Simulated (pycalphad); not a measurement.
CALPHAD calculation (pycalphad, COST 507 light-alloy database (1999)), 1 atm. These are 1990s assessments: newer ones move some temperatures and phases. Phase fractions are per mole of atoms.

Give the equilibrium state of Al-24.3Si (at.%) at 577 °C.

fcc, fraction 0.768, with 1.5 Si at.%; diamond (Si), fraction 0.232, with >99.99 Si at.%.

Give the equilibrium state of Al-24.3Si (at.%) at 727 °C.

liquid, fraction 0.971, with 22.1 Si at.%; diamond (Si), fraction 0.029, with >99.99 Si at.%.
